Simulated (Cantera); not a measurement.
Premixed flame

A freely propagating, adiabatic, planar premixed flame of 3.43 % CH4, 3.43 % C2H6, 0.168 % C3H8, 17.9 % O2, 67.2 % N2, 7.89 % CO2, equivalence ratio 1.1, unburnt at 625 K and 2.50 bar; mixture-averaged transport, grid criteria slope 0.08 and curve 0.16, no radiation.

Computed with Cantera and GRI-Mech 3.0 (53 species, 325 reactions). Burning velocities carry a grid error of a few per cent, more on coarse grids.

```tsv
z (mm)	T (K)	u (m/s)	x CH4	x C2H6	x C3H8	x HCN	x OH	x NO
-0.553	625	0.786	0.0342	0.0342	0.00168	<1e-8	<1e-8	<1e-8
-0.368	628	0.790	0.0341	0.0342	0.00167	<1e-8	<1e-8	<1e-8
-0.276	638	0.805	0.0337	0.0340	0.00167	1.26e-8	<1e-8	2.28e-8
-0.184	698	0.888	0.0319	0.0328	0.00164	1.02e-7	1.36e-8	1.75e-7
-0.0921	1041	1.35	0.0238	0.0228	0.00130	9.17e-7	1.15e-5	2.45e-6
-0.0460	1415	1.87	0.0149	0.00918	0.000582	2.22e-6	0.000151	6.67e-6
0	1783	2.38	0.00440	0.000461	1.42e-5	4.36e-6	0.00159	1.34e-5
0.0460	1942	2.60	0.000340	8.27e-7	<1e-8	3.90e-6	0.00484	2.25e-5
0.0921	1996	2.66	1.28e-5	<1e-8	<1e-8	1.59e-6	0.00636	2.86e-5
0.184	2057	2.73	2.75e-8	<1e-8	<1e-8	2.21e-7	0.00653	3.42e-5
0.368	2126	2.81	<1e-8	<1e-8	<1e-8	<1e-8	0.00579	4.06e-5
0.737	2189	2.88	<1e-8	<1e-8	<1e-8	<1e-8	0.00467	4.93e-5
1.47	2237	2.93	<1e-8	<1e-8	<1e-8	<1e-8	0.00356	6.06e-5
```
x: mole fraction of selected species; z is measured from the peak of heat release.

```
Property                      Value
------------------------  ---------
laminar burning velocity  78.4 cm/s
thermal thickness          0.184 mm
peak x(HCN)                 4.78e-6
peak x(OH)                  0.00662
grid points                     142
```
